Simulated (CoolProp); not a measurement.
n-butane at 298.15 K and 0.0895 MPa flows at 7.3 m/s in a round tube of 4.6 mm bore and 0.25 µm roughness, fully developed (64/Re and Nu = 3.66 if laminar; Colebrook and Gnielinski if turbulent). Each further row changes one setting.

Computed with CoolProp (reference Helmholtz-energy equation of state, Bücker 2006).

```tsv
case	Reynolds number	Darcy friction factor	pressure drop (Pa/m)	heat-transfer coefficient (W/(m² K))	mass flow (kg/h)
as stated	9770	0.0312	389	109	0.941
velocity 14.6 m/s	19500	0.0261	1310	190	(withheld)
diameter 9.2 mm	19500	0.0261	163	(withheld)	(withheld)
```

**Question.** Fill in the missing entries.

**Answer.** 
- velocity 14.6 m/s, mass flow (kg/h): 1.88
- diameter 9.2 mm, heat-transfer coefficient (W/(m² K)): 95.0
- diameter 9.2 mm, mass flow (kg/h): 3.77

Viscosity comes from a separate model (Vogel 1999). Thermal conductivity comes from a separate model (Perkins 2002).
